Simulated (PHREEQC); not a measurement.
0.032 g of hydrous ferric oxide (600 m²/g; 0.2 weak and 0.005 strong sites per Fe, Dzombak-Morel constants, diffuse double layer) in 1 kg of water with 0.005 mol/kgw of an inert sodium salt and 1.3e-05 mol CaCl2, at 25 °C; the pH is set by adding NaOH or the inert anion's acid. Oxygen is held at 0.21 atm. CO2 from the air is kept out. No solid was allowed to form.

Computed with PHREEQC (ion-association model, wateq4f.dat).

```csv
pH,Ca sorbed (%),surface charge σ (C/m²),surface potential ψ (mV)
4,0.0,0.183,194
4.67,0.0,0.116,171
6,0.0,0.038,114
6.67,0.0,0.019,___
7.33,0.3,0.008,44
8.67,___,___,-26
9.33,54.4,___,___
10,92.2,-0.020,-82
11.33,___,-0.078,___
12,100.0,-0.152,-155
```

**Question.** Complete the blanks.

**Answer.** 
- 6.67, surface potential ψ (mV): 80
- 8.67, Ca sorbed (%): 17.3
- 8.67, surface charge σ (C/m²): -0.004
- 9.33, surface charge σ (C/m²): -0.011
- 9.33, surface potential ψ (mV): -54
- 11.33, Ca sorbed (%): 99.9
- 11.33, surface potential ψ (mV): -141
